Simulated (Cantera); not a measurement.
# Adiabatic ignition

An adiabatic, constant-pressure homogeneous reactor starts with H2 : O2 : N2 = 1 : 0.455 : 1.71 (molar parts), equivalence ratio 1.1, at 1650 K and 26000 Pa.

Cantera simulation using the H2/O2 subset of GRI-Mech 3.0, which has no nitrogen chemistry; the numbers are that mechanism's predictions, not measurements.

| t (s) | T (K) | x H2 | x O2 | x O | x OH | x HO2 | x H2O2 | x H2O |
|---|---|---|---|---|---|---|---|---|
| 2.00e-6 | 1650 | 0.316 | 0.144 | 1.04e-7 | 1.06e-7 | 7.68e-7 | 6.38e-9 | 2.61e-7 |
| 5.64e-6 | 1650 | 0.316 | 0.144 | 8.24e-7 | 8.44e-7 | 2.13e-6 | 4.04e-8 | 4.90e-6 |
| 1.59e-5 | 1650 | 0.315 | 0.143 | 5.42e-5 | 5.53e-5 | 6.18e-6 | 1.91e-7 | 0.000454 |
| 4.48e-5 | 1785 | 0.0700 | 0.0333 | 0.0303 | 0.0206 | 4.66e-6 | 4.02e-7 | 0.171 |
| 0.000126 | 2009 | 0.0747 | 0.0292 | 0.0279 | 0.0265 | 3.27e-6 | 1.88e-7 | 0.181 |
| 0.000356 | 2323 | 0.0777 | 0.0239 | 0.0225 | 0.0330 | 2.34e-6 | 8.81e-8 | 0.198 |
| 0.00100 | 2661 | 0.0756 | 0.0183 | 0.0153 | 0.0361 | 3.30e-6 | 1.15e-7 | 0.222 |
| 0.00283 | 2781 | 0.0734 | 0.0162 | 0.0127 | 0.0360 | 4.38e-6 | 1.82e-7 | 0.232 |
| 0.00797 | 2782 | 0.0734 | 0.0161 | 0.0127 | 0.0359 | 4.39e-6 | 1.83e-7 | 0.232 |
| 0.0225 | 2782 | 0.0734 | 0.0161 | 0.0127 | 0.0359 | 4.39e-6 | 1.83e-7 | 0.232 |
| 0.0634 | 2782 | 0.0734 | 0.0161 | 0.0127 | 0.0359 | 4.39e-6 | 1.83e-7 | 0.232 |
| 0.179 | 2782 | 0.0734 | 0.0161 | 0.0127 | 0.0359 | 4.39e-6 | 1.83e-7 | 0.232 |
| 0.503 | 2782 | 0.0734 | 0.0161 | 0.0127 | 0.0359 | 4.39e-6 | 1.83e-7 | 0.232 |
| 1.42 | 2782 | 0.0734 | 0.0161 | 0.0127 | 0.0359 | 4.39e-6 | 1.83e-7 | 0.232 |
| 4.00 | 2782 | 0.0734 | 0.0161 | 0.0127 | 0.0359 | 4.39e-6 | 1.83e-7 | 0.232 |
x: mole fraction; the columns are a selection and need not sum to one.

| Property | Value |
|---|---|
| time of steepest temperature rise | 31.2 µs |
| temperature at 4.00 s | 2782 K |
| equilibrium temperature | 2782 K |
| x(H2) at 4.00 s | 0.0734 (gas-phase equilibrium 0.0734) |
| x(O2) at 4.00 s | 0.0161 (gas-phase equilibrium 0.0161) |
| x(O) at 4.00 s | 0.0127 (gas-phase equilibrium 0.0127) |
